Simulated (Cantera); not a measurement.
## Fluorocarbon and chlorocarbon gases: CH3Cl + F2 + H2

Charge: 1 mol CH3Cl, 0.089 mol F2, 0.14 mol H2, held at 128 Torr.

Method: chemical equilibrium by Gibbs-energy minimisation in Cantera with the NASA 1993 tables (ideal gas, pure condensed phases). Candidate condensed phases: C, C6H6, C7H8, C8H18; 118 gas species. The numbers say what is thermodynamically allowed, not how fast it happens.

From 2325 K to 2925 K the condensed part is C(graphite). The main C-bearing gas is C2H2 (acetylene) throughout. The share of C in condensed phases is highest at 2325 K (99.0 %) and lowest at 2925 K (89.0 %).

```tsv
T (K)	x H2	x HCl	x H	x Cl	x HF	x C2H2 (acetylene)	x C2H	x C3	n C(graphite)
2325	0.459	0.430	0.0181	0.0122	0.0786	0.00224	4.25e-6	1.55e-7	0.990
2400	0.454	0.422	0.0260	0.0172	0.0781	0.00316	1.04e-5	5.77e-7	0.985
2475	0.447	0.411	0.0365	0.0238	0.0774	0.00434	2.41e-5	1.97e-6	0.979
2550	0.437	0.398	0.0500	0.0320	0.0766	0.00582	5.30e-5	6.27e-6	0.972
2625	0.425	0.382	0.0672	0.0422	0.0754	0.00760	0.000111	1.86e-5	0.962
2700	0.411	0.362	0.0883	0.0542	0.0741	0.00969	0.000221	5.18e-5	0.950
2775	0.393	0.339	0.114	0.0680	0.0725	0.0121	0.000422	0.000136	0.935
2850	0.372	0.314	0.144	0.0834	0.0706	0.0146	0.000775	0.000340	0.916
2925	0.348	0.285	0.178	0.100	0.0684	0.0173	0.00137	0.000808	0.890
```
x: gas mole fraction; n: condensed amount in mol.
